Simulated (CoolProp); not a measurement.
Vapour-liquid equilibrium of diethyl ether (1) + ethanol (2) at 337.2 K; x and y are mole fractions of (1).

Computed with CoolProp (multi-fluid Helmholtz-energy mixture model, Thol 2014 and Schroeder 2014; pair parameters Bell 2016).

Problem. Give the bubble pressure and the first vapour's composition at x = 0.2, 0.35, 0.8. Is there an azeotrope?

Solution. x = 0.2: 0.1368 MPa, y = 0.654; x = 0.35: 0.1744 MPa, y = 0.760; x = 0.8: 0.2367 MPa, y = 0.908. No azeotrope shows between x = 0.05 and 0.95.

Pair parameters are fitted to limited data, so mixtures are less certain than the pure fluids.
